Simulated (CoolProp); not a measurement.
1-butene along the isotherm 155.35 °C: fugacity coefficient from the reference equation and from simpler models built on Tc = 146.1 °C, pc = 40.06 bar, ω = 0.192; each cubic takes its own stable root.

Values from CoolProp's reference Helmholtz-energy equation of state, Lemmon 2005. It is a short technical equation, of lower accuracy than the large ones.

| p (bar) | phase | reference | van der Waals | Redlich-Kwong | Peng-Robinson |
|---|---|---|---|---|---|
| 1.25 | gas | 0.9899 | 0.9912 | 0.9900 | 0.9889 |
| 2.5 | gas | 0.9799 | 0.9825 | 0.9801 | 0.9780 |
| 3.76 | gas | 0.9698 | 0.9736 | 0.9701 | 0.9670 |
| 5.01 | gas | 0.9598 | 0.9649 | 0.9603 | 0.9561 |
| 6.26 | gas | 0.9499 | 0.9562 | 0.9505 | (withheld) |
| 7.51 | gas | 0.9399 | (withheld) | 0.9407 | 0.9346 |
| 8.76 | gas | 0.9300 | 0.9387 | 0.9309 | 0.9239 |
| 10 | gas | 0.9203 | 0.9301 | 0.9213 | 0.9134 |
| 11.3 | gas | 0.9100 | 0.9210 | 0.9112 | 0.9024 |
| 12.5 | gas | 0.9006 | 0.9127 | 0.9020 | 0.8924 |
| 13.8 | gas | 0.8904 | 0.9036 | 0.8919 | 0.8815 |
| 15 | gas | 0.8810 | 0.8953 | 0.8827 | 0.8716 |
| 16.3 | gas | 0.8709 | 0.8862 | 0.8728 | 0.8608 |
| 17.5 | gas | 0.8615 | 0.8779 | 0.8636 | 0.8510 |
| 18.8 | gas | 0.8514 | (withheld) | 0.8537 | 0.8404 |
| 20 | gas | 0.8421 | 0.8605 | 0.8446 | 0.8306 |

### Question
Some entries are withheld; supply them.

### Answer

- 6.26, Peng-Robinson: 0.9453
- 7.51, van der Waals: 0.9474
- 18.8, van der Waals: 0.8688
